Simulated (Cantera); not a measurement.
Feed: 1 mol SiC, 0.012 mol O2, 17 mol H2, 0.033 mol H2O, equilibrated at 1475 K and 0.608 Torr.

Equilibrium computed with Cantera from the NASA thermochemical tables; the gas is ideal and each condensed phase is pure. Candidate condensed phases: C, C6H6, C7H8, C8H18, H2O, Si, SiC, SiO2; 123 gas species. Equilibrium is a limit: real reactors are often held back by kinetics, nucleation or transport.

Base state: H2 0.996, CO 0.00167, SiO 0.00167, H 0.000455 (mole fractions); condensed: SiC(s).

Problem. What changes in the equilibrium state with this change: H2O from 0.033 to 0.095 mol?

Solution. 
```csv
species,before,after
H2,0.996,0.993
CO,0.00167,0.00346
SiO,0.00167,0.00345
H,0.000455,0.000454
"SiC(s), mol",0.971,0.940
```

Problem. What changes in the equilibrium state with this change: pressure from 0.608 Torr to 90.0 Torr?

Solution. 
```tsv
species	before	after
H2	0.996	0.998
CO	0.00167	0.00143
SiO	0.00167	0.000981
H	0.000455	3.74e-5
CH4	9.81e-8	1.76e-5
SiC(s), mol	0.971	0.975
SiO2(β-quartz), mol	0	0.00789
```
Mutual solubility and eutectic melting of coexisting phases are not modelled. The tables hold silica as quartz up to 1696 K and as liquid above; real silica turns to tridymite and cristobalite and melts near 1996 K.

Problem. What changes in the equilibrium state with this change: temperature from 1475 K to 1175 K?

Solution. 
```tsv
species	before	after
H2	0.996	0.999
CO	0.00167	0.00113
SiO	0.00167	3.80e-5
H	0.000455	4.30e-6
SiC(s), mol	0.971	0.981
SiO2(β-quartz), mol	0	0.0186
```
Mutual solubility and eutectic melting of coexisting phases are not modelled. The tables hold silica as quartz up to 1696 K and as liquid above; real silica turns to tridymite and cristobalite and melts near 1996 K.
